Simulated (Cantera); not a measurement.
Input (Python, Cantera) and output of one run.

```python
import numpy as np
import cantera as ct

gas_names = """
    H H2 N NH NH2 NH3 N2 N2H2 N2H4 V VN
""".split()
cond_names = """
    V(cr) V(L) VN(s)
""".split()


# ... load() reads the species with a 1 bar reference pressure and builds the phases ...
atoms = {
    'V': {'V': 1},
    'NH3': {'N': 1, 'H': 3},
    'N2': {'N': 2},
}
top_T = {'VN(s)': 2300}  # K; cautious upper limits of use, not melting points


# ... equilibrate(T, P, feed) seeds the gas with the atoms and calls Mixture.equilibrate('TP', solver="vcs", rtol=1e-11, max_steps=5000) ...
results = []
feed = {'V': 1, 'NH3': 0.31, 'N2': 31}  # mol
T = 2298  # K
P = 1000  # Pa
mix = equilibrate(T, P, feed)
results.append((T, P, feed, dict(zip(mix.species_names, mix.species_moles))))
print(gas.report(threshold=0.0001))
for i in range(1, mix.n_phases):
    print(f"{mix.phase(i).name:16s} {mix.phase_moles(i):12.5e} mol")
```

Output:

```
       temperature   2298 K
          pressure   1000 Pa
           density   0.0014525 kg/m^3
  mean mol. weight   27.752 kg/kmol
   phase of matter   gas

                          1 kg             1 kmol
                     ---------------   ---------------
          enthalpy        2.6683e+06         7.405e+07  J
   internal energy        1.9798e+06        5.4944e+07  J
           entropy             10627        2.9493e+05  J/K
    Gibbs function       -2.1753e+07       -6.0371e+08  J
 heat capacity c_p            1303.8             36183  J/K
 heat capacity c_v            1004.2             27869  J/K

                      mass frac. Y      mole frac. X     chem. pot. / RT
                     ---------------   ---------------   ---------------
                 H        0.00034349          0.009457           -14.584
                H2        0.00070822         0.0097494           -29.168
                N2           0.97917           0.97002           -32.054
                 V          0.019777          0.010774           -7.5764
     [   +7 minor]        4.1341e-06        2.0685e-06

V(L)              6.53894e-01 mol
VN(s)             0.00000e+00 mol
```

Method: chemical equilibrium by Gibbs-energy minimisation in Cantera with the NASA 1993 tables (ideal gas, pure condensed phases). Condensed phases not in the tables: V2N, N, O or C dissolved in the metal.
